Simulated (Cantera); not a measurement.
Input (Python, Cantera):

```python
import numpy as np
import cantera as ct

gas = ct.Solution("gri30.yaml")
gas.TPX = 1750, 101325, {'CH4': 1, 'C2H6': 0.086, 'O2': 7.67, 'N2': 28.8}
reactor = ct.IdealGasConstPressureReactor(gas, energy="on", clone=False)
net = ct.ReactorNet([reactor])
net.rtol, net.atol = 1e-08, 1e-16
show = ['CH4', 'C2H6', 'O2', 'CO2', 'CO', 'C2H', 'H2O']
times = np.geomspace(3e-06, 0.6, 16)

steps = ct.SolutionArray(gas, extra=["t"])
rows = []
print(f"{'t/s':>10s}{'T/K':>9s}{'P/Pa':>11s}" + "".join(f"{s:>11s}" for s in show))
for t in times:
    while net.time < t:
        t_next = net.step()
        steps.append(gas.state, t=t_next)
    rows.append([np.interp(t, steps.t, y) for y in (steps.T, steps.P, *steps(*show).X.T)])
    print(f"{t:10.3e}{rows[-1][0]:9.1f}{rows[-1][1]:11.4g}" + "".join(f"{x:11.3e}" for x in rows[-1][2:]))
rate = np.gradient(steps.T, steps.t)
print("integrator steps:", len(steps.t))
if steps.T.max() > steps.T[0] + 200:
    print(f"time of steepest temperature rise: {steps.t[rate.argmax()]:.4e} s")
gas.TPX = 1750, 101325, {'CH4': 1, 'C2H6': 0.086, 'O2': 7.67, 'N2': 28.8}
gas.equilibrate("HP")
print(f"equilibrium (HP): T = {gas.T:.1f} K  " + "  ".join(f"{s} {gas[s].X[0]:.3e}" for s in show))
```

Output:

```
       t/s      T/K       P/Pa        CH4       C2H6         O2        CO2         CO        C2H        H2O
 3.000e-06   1748.8  1.013e+05  2.661e-02  2.164e-03  2.042e-01  3.638e-08  2.276e-07  3.663e-15  7.380e-06
 6.769e-06   1747.5  1.013e+05  2.654e-02  2.003e-03  2.041e-01  6.083e-07  3.852e-06  2.809e-13  5.976e-05
 1.527e-05   1746.5  1.013e+05  2.594e-02  1.612e-03  2.035e-01  1.177e-05  8.567e-05  4.246e-11  5.679e-04
 3.446e-05   1797.9  1.013e+05  1.854e-02  4.712e-04  1.943e-01  3.714e-04  4.081e-03  2.900e-08  9.291e-03
 7.776e-05   2112.5  1.013e+05  9.164e-16  9.395e-27  1.386e-01  1.775e-02  1.279e-02  2.762e-18  4.929e-02
 1.754e-04   2208.9  1.013e+05  7.499e-20  3.576e-36  1.367e-01  2.564e-02  5.105e-03  1.562e-25  5.091e-02
 3.959e-04   2292.6  1.013e+05  1.967e-20 -3.329e-35  1.389e-01  2.808e-02  2.862e-03  2.923e-25  5.404e-02
 8.932e-04   2337.4  1.013e+05 -1.409e-21  2.827e-35  1.401e-01  2.954e-02  1.498e-03  1.890e-23  5.597e-02
 2.015e-03   2345.3  1.013e+05  1.106e-20 -3.004e-34  1.402e-01  2.983e-02  1.229e-03  1.365e-22  5.637e-02
 4.547e-03   2344.4  1.013e+05  6.584e-21  4.086e-39  1.400e-01  2.984e-02  1.219e-03  6.080e-27  5.639e-02
 1.026e-02   2342.4  1.013e+05  6.405e-21  3.779e-39  1.394e-01  2.985e-02  1.206e-03  6.120e-27  5.642e-02
 2.315e-02   2338.3  1.013e+05  6.061e-21  3.122e-39  1.384e-01  2.988e-02  1.182e-03  5.291e-27  5.648e-02
 5.223e-02   2331.6  1.013e+05  5.533e-21  2.619e-39  1.367e-01  2.992e-02  1.144e-03  4.353e-27  5.658e-02
 1.179e-01   2324.9  1.013e+05  5.036e-21  2.212e-39  1.350e-01  2.996e-02  1.105e-03  3.566e-27  5.668e-02
 2.659e-01   2322.2  1.013e+05  4.850e-21  2.068e-39  1.343e-01  2.998e-02  1.091e-03  3.295e-27  5.671e-02
 6.000e-01   2322.0  1.013e+05  4.837e-21  2.058e-39  1.343e-01  2.998e-02  1.090e-03  3.277e-27  5.672e-02
integrator steps: 1498
time of steepest temperature rise: 4.7810e-05 s
equilibrium (HP): T = 2322.0 K  CH4 7.521e-21  C2H6 4.045e-39  O2 1.343e-01  CO2 2.998e-02  CO 1.090e-03  C2H 3.570e-27  H2O 5.672e-02
```

Cantera simulation using GRI-Mech 3.0 (53 species, 325 reactions); the numbers are that mechanism's predictions, not measurements.
